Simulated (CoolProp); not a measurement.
Vapour-liquid equilibrium of cyclohexane (1) + n-heptane (2) at 0.082 MPa; x and y are mole fractions of (1).

Values from CoolProp's multi-fluid Helmholtz-energy mixture model, Zhou 2014 and Span 2003; pair parameters Bell 2016.

```json
[
 {"x": "0.05", "bubble temperature (°C)": "90.2", "y at the bubble point": "0.082", "dew temperature at overall composition x (°C)": "90.6", "liquid density (mol/L)": "6.291"},
 {"x": "0.125", "bubble temperature (°C)": "88.5", "y at the bubble point": "0.195", "dew temperature at overall composition x (°C)": "89.6", "liquid density (mol/L)": "6.438"},
 {"x": "0.2", "bubble temperature (°C)": "86.9", "y at the bubble point": "0.299", "dew temperature at overall composition x (°C)": "88.4", "liquid density (mol/L)": "6.589"},
 {"x": "0.275", "bubble temperature (°C)": "85.4", "y at the bubble point": "0.393", "dew temperature at overall composition x (°C)": "87.3", "liquid density (mol/L)": "…"},
 {"x": "0.35", "bubble temperature (°C)": "83.9", "y at the bubble point": "0.479", "dew temperature at overall composition x (°C)": "…", "liquid density (mol/L)": "…"},
 {"x": "0.425", "bubble temperature (°C)": "82.5", "y at the bubble point": "0.558", "dew temperature at overall composition x (°C)": "84.8", "liquid density (mol/L)": "…"},
 {"x": "0.5", "bubble temperature (°C)": "81.2", "y at the bubble point": "0.630", "dew temperature at overall composition x (°C)": "83.5", "liquid density (mol/L)": "7.253"},
 {"x": "0.575", "bubble temperature (°C)": "79.9", "y at the bubble point": "0.697", "dew temperature at overall composition x (°C)": "82.2", "liquid density (mol/L)": "7.436"},
 {"x": "0.65", "bubble temperature (°C)": "78.7", "y at the bubble point": "0.758", "dew temperature at overall composition x (°C)": "80.8", "liquid density (mol/L)": "7.626"},
 {"x": "0.725", "bubble temperature (°C)": "77.6", "y at the bubble point": "0.816", "dew temperature at overall composition x (°C)": "79.4", "liquid density (mol/L)": "7.824"},
 {"x": "0.8", "bubble temperature (°C)": "76.5", "y at the bubble point": "0.870", "dew temperature at overall composition x (°C)": "77.9", "liquid density (mol/L)": "8.031"},
 {"x": "0.875", "bubble temperature (°C)": "75.5", "y at the bubble point": "0.921", "dew temperature at overall composition x (°C)": "76.4", "liquid density (mol/L)": "8.248"},
 {"x": "0.95", "bubble temperature (°C)": "74.5", "y at the bubble point": "0.969", "dew temperature at overall composition x (°C)": "74.9", "liquid density (mol/L)": "8.474"}
]
```

Question: Complete the blanks.

Answer: 
- 0.275, liquid density (mol/L): 6.746
- 0.35, dew temperature at overall composition x (°C): 86.1
- 0.35, liquid density (mol/L): 6.909
- 0.425, liquid density (mol/L): 7.078

No azeotrope shows between x = 0.05 and 0.95.

The pair parameters rest on a limited set of measurements; away from them the model extrapolates.
